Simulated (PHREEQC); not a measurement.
A solution holds 0.062 mol/kgw NaHF2, at 59 °C. Closed to the air; pH follows from the charge balance.

The numbers come from PHREEQC with the ion-association model, phreeqc.dat.

```
quantity                  before    after
------------------------  ------  -------
pH                          3.35     3.15
ionic strength (mol/kgw)  0.0614    0.185
HF (mol/kgw)              0.0503  0.00538
F- (mol/kgw)              0.0503  0.00398
HF2- (mol/kgw)            0.0111  9.32e-5
```

Question: Name the change that produced these shifts.
(A) NaHF2 replaced by (NH4)2SiF6 at the same molality
(B) temperature from 59 to 15 °C
(C) temperature from 59 to 60 °C
(D) temperature from 59 to 25 °C

Answer: A, NaHF2 replaced by (NH4)2SiF6 at the same molality

Precipitation was switched off in this run. Some of these states are supersaturated (in Quartz (slow to form), Chalcedony (slow to form), for instance). Constants without temperature data keep their 25 °C values here. SiF6-2 is the database's only silicon fluoride.
